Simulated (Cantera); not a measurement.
A perfectly stirred reactor is fed with 18.3 % CH4, 78.6 % CO2, 3.11 % H2, at 0.390 bar; it is held at 2173 K, and followed from long to short residence time.

Cantera simulation using GRI-Mech 3.0 (53 species, 325 reactions); the numbers are that mechanism's predictions, not measurements.

One state of this run: x CH4 = 0.000731; x CO2 = 0.236; x H2 = 0.0815; x CH2 = 2.05e-6; x C2H6 = 2.35e-8; x H2O = 0.207. x: mole fraction; the columns are a selection and need not sum to one.

Q: Which value of τ (s) does it belong to?
(A) 0.019
(B) 0.0099
(C) 0.071
(D) 0.037

A: C, 0.071
